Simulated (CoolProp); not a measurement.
Saturation properties of normal hydrogen.

Values from CoolProp's reference Helmholtz-energy equation of state, Leachman 2009.

```
T (K)  p (bar)  vapour density (kg/m³)  enthalpy of vaporisation (kJ/kg)  liquid cp (kJ/(kg K))  surface tension (mN/m)  vapour viscosity (µPa s)
-----  -------  ----------------------  --------------------------------  ---------------------  ----------------------  ------------------------
21       1.215                   1.570                             445.5                    [?]                    1.80                       [?]
22.1     1.633                   2.057                             438.5                  10.84                    1.61                      1.09
23.1     2.094                   2.591                             430.3                  11.57                    1.44                      1.15
24.1     2.639                   3.224                             420.1                  12.41                    1.28                      1.22
25.2     3.348                   4.057                             406.5                  13.52                    1.09                      1.29
26.2     4.099                   4.961                             391.5                  14.76                   0.929                      1.36
27.3     5.053                   6.155                             371.6                  16.52                   0.752                      1.44
28.3     6.047                     [?]                             349.7                  18.71                   0.596                      1.53
29.4     7.292                   9.261                             320.2                  22.33                   0.431                      1.64
30.4     8.574                   11.34                             286.4                  27.94                   0.290                      1.77
31.5     10.16                   14.50                             236.4                  41.86                   0.153                      1.96
32.5       [?]                   19.28                               [?]                  98.57                  0.0587                      2.25
```

### Question
Fill in the missing entries.

### Answer

- 21, liquid cp (kJ/(kg K)): 10.14
- 21, vapour viscosity (µPa s): 1.03
- 28.3, vapour density (kg/m³): 7.470
- 32.5, p (bar): 11.80
- 32.5, enthalpy of vaporisation (kJ/kg): 163.9

It boils at 20.4 K under 1 atm.

Viscosity comes from a separate model (Muzny 2013). Surface tension comes from a separate correlation (Mulero 2012).
